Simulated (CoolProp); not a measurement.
R507A at 298.15 K and 2.75 MPa is throttled through a valve to 0.707 MPa with no heat exchange. Each further row changes one setting.

Model: reference Helmholtz-energy equation of state, Lemmon 2003, in CoolProp. It is a pseudo-pure fit of the blend.

| case | temperature change (K) | final phase | final density (kg/m³) |
|---|---|---|---|
| as stated | -21.0 | two-phase, vapour fraction 0.189 | 170 |
| outlet pressure 0.212 MPa | -55.1 | two-phase, vapour fraction 0.407 | 27.3 |
| outlet pressure 0.919 MPa | -12.1 | two-phase, vapour fraction 0.116 | 311 |
